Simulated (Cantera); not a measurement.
Charge: 1 mol n-butane, 6 mol H2, equilibrated at 10.0 Torr.

Method: chemical equilibrium by Gibbs-energy minimisation in Cantera with the NASA 1993 tables (ideal gas, pure condensed phases). Candidate condensed phases: C, C6H6, C7H8, C8H18; 76 gas species. Rates play no part.

x: gas mole fraction; n: condensed amount in mol.

```json
[
 {"T (K)": "1973", "x H2": "0.988", "x H": "0.0116", "x C2H2 (acetylene)": "0.000633", "x C2H": "1.27e-7", "x C3": "1.06e-9", "x C4H2": "[?]", "n C(graphite)": "3.99"},
 {"T (K)": "2048", "x H2": "0.980", "x H": "0.0192", "x C2H2 (acetylene)": "0.00103", "x C2H": "4.42e-7", "x C3": "6.59e-9", "x C4H2": "[?]", "n C(graphite)": "3.98"},
 {"T (K)": "2123", "x H2": "0.968", "x H": "0.0306", "x C2H2 (acetylene)": "0.00160", "x C2H": "1.40e-6", "x C3": "3.59e-8", "x C4H2": "[?]", "n C(graphite)": "3.96"},
 {"T (K)": "2198", "x H2": "0.951", "x H": "0.0470", "x C2H2 (acetylene)": "0.00241", "x C2H": "4.11e-6", "x C3": "1.74e-7", "x C4H2": "[?]", "n C(graphite)": "3.95"},
 {"T (K)": "2273", "x H2": "0.926", "x H": "0.0700", "x C2H2 (acetylene)": "0.00349", "x C2H": "1.11e-5", "x C3": "7.57e-7", "x C4H2": "[?]", "n C(graphite)": "3.92"},
 {"T (K)": "2348", "x H2": "0.894", "x H": "0.101", "x C2H2 (acetylene)": "0.00489", "x C2H": "2.81e-5", "x C3": "2.99e-6", "x C4H2": "[?]", "n C(graphite)": "3.89"},
 {"T (K)": "2423", "x H2": "0.852", "x H": "0.142", "x C2H2 (acetylene)": "0.00659", "x C2H": "6.65e-5", "x C3": "1.08e-5", "x C4H2": "[?]", "n C(graphite)": "3.84"},
 {"T (K)": "2498", "x H2": "0.798", "x H": "0.193", "x C2H2 (acetylene)": "0.00856", "x C2H": "0.000148", "x C3": "3.61e-5", "x C4H2": "[?]", "n C(graphite)": "3.78"},
 {"T (K)": "2573", "x H2": "0.734", "x H": "0.255", "x C2H2 (acetylene)": "0.0107", "x C2H": "0.000310", "x C3": "0.000112", "x C4H2": "[?]", "n C(graphite)": "3.71"},
 {"T (K)": "2648", "x H2": "0.659", "x H": "0.327", "x C2H2 (acetylene)": "0.0128", "x C2H": "0.000614", "x C3": "0.000326", "x C4H2": "[?]", "n C(graphite)": "3.62"}
]
```

Task: What belongs in the gaps?

Result: 
- 1973, x C4H2: 1.63e-7
- 2048, x C4H2: 4.34e-7
- 2123, x C4H2: 1.08e-6
- 2198, x C4H2: 2.49e-6
- 2273, x C4H2: 5.38e-6
- 2348, x C4H2: 1.10e-5
- 2423, x C4H2: 2.10e-5
- 2498, x C4H2: 3.79e-5
- 2573, x C4H2: 6.46e-5
- 2648, x C4H2: 0.000104
